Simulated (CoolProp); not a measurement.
C3F8 (R218) along the isotherm -95.35 °C: density (kg/m³) from the reference equation and from simpler models built on Tc = 71.9 °C, pc = 2.640 MPa, ω = 0.317; each cubic takes its own stable root.

Values from CoolProp's reference Helmholtz-energy equation of state, Lemmon 2006. It is a short technical equation, of lower accuracy than the large ones.

```tsv
p (MPa)	phase	reference
0.0209	liquid	1825
0.0315	liquid	1825
0.0475	liquid	1825
0.0717	liquid	1825
0.108	liquid	1825
0.163	liquid	1825
0.246	liquid	1825
0.371	liquid	1825
0.56	liquid	1826
0.845	liquid	1826
1.27	liquid	1827
1.92	liquid	1829
2.9	liquid	1831
4.38	liquid	1834
6.6	liquid	1839
```

Q: How far does each simpler model (van der Waals, Redlich-Kwong, Soave-Redlich-Kwong, Peng-Robinson) lie from the reference over these 15 states: mean and median of the absolute difference, and the worst?

A: 
- van der Waals: mean 54.4 %, median 38.2 %, worst -99.9 % at -95.35 °C and 0.0209 MPa
- Redlich-Kwong: mean 8.4 %, median 8.5 %, worst -8.6 % at -95.35 °C and 0.0209 MPa
- Soave-Redlich-Kwong: mean 5.8 %, median 5.8 %, worst -5.9 % at -95.35 °C and 0.0209 MPa
- Peng-Robinson: mean 6.0 %, median 6.0 %, worst +6.1 % at -95.35 °C and 6.6 MPa

At some of these states van der Waals gives the other phase, because its saturation line lies elsewhere.
